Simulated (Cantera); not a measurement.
An adiabatic, constant-pressure homogeneous reactor starts with H₂ : O₂ : N₂ = 1 : 1.11 : 4.18 (molar parts), at 1523 K and 9.57 atm.

Cantera simulation using the H2/O2 subset of GRI-Mech 3.0, which has no nitrogen chemistry; the numbers are that mechanism's predictions, not measurements. The hydrogen kinetics of GRI-Mech 3.0 are dated; newer H2 mechanisms differ, most at raised pressure.

Task: Predict: time of steepest temperature rise; temperature at 8.00 s; equilibrium temperature; x(H₂) at 8.00 s; x(O₂) at 8.00 s; x(H₂O) at 8.00 s; x(O) at 8.00 s; x(HO₂) at 8.00 s; x(OH) at 8.00 s; x(H) at 8.00 s.

Result: time of steepest temperature rise: 1.53 µs
temperature at 8.00 s: 2563 K
equilibrium temperature: 2563 K
x(H₂) at 8.00 s: 0.00134 (gas-phase equilibrium 0.00134)
x(O₂) at 8.00 s: 0.102 (gas-phase equilibrium 0.102)
x(H₂O) at 8.00 s: 0.165 (gas-phase equilibrium 0.165)
x(O) at 8.00 s: 0.00203 (gas-phase equilibrium 0.00203)
x(HO₂) at 8.00 s: 2.21e-5 (gas-phase equilibrium 2.21e-5)
x(OH) at 8.00 s: 0.0107 (gas-phase equilibrium 0.0107)
x(H) at 8.00 s: 0.000391 (gas-phase equilibrium 0.000391)
